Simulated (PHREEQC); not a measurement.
Synthetic water in mg/L, 75 °C, pH 2.78, pe 9.6:

```
constituent    mg/L
-----------  ------
Na             33.5
K            0.0397
Ca              304
Mg             28.8
Cl              224
S(6) as SO4     729
Cu(2)          12.8
Pb             3.66
```

Valence states are taken as typed.

All values are PHREEQC results (ion-association model, wateq4f.dat), not measurements.

| Item | Result |
|---|---|
| ionic strength | 0.0265 mol/kgw |
| total alkalinity | -3.31 meq/kg |
| charge-balance error | 3.9 % |

```
species  molality  activity   log γ
-------  --------  --------  ------
Cl-       0.00631   0.00529  -0.077
Ca+2      0.00578   0.00300  -0.284
SO4-2     0.00387   0.00198  -0.290
H+        0.00191   0.00166  -0.062
CaSO4     0.00177   0.00178   0.003
Na+       0.00144   0.00122  -0.073
HSO4-     0.00135   0.00114  -0.074
Mg+2     0.000683  0.000361  -0.277
MgSO4    0.000503  0.000506   0.003
Cu+2     0.000148   7.85e-5  -0.277
CaHSO4+   4.89e-5   4.11e-5  -0.075
CuSO4     4.25e-5   4.27e-5   0.003
NaSO4-    1.87e-5   1.59e-5  -0.071
CuCl+     1.08e-5   9.09e-6  -0.075
Pb+2      9.14e-6   4.60e-6  -0.298
PbSO4     5.10e-6   5.13e-6   0.003
```

This is a speciation only: nothing precipitates in the calculation. Away from 25 °C the constants follow the database's enthalpies or fits; those with neither stay at their 25 °C values.
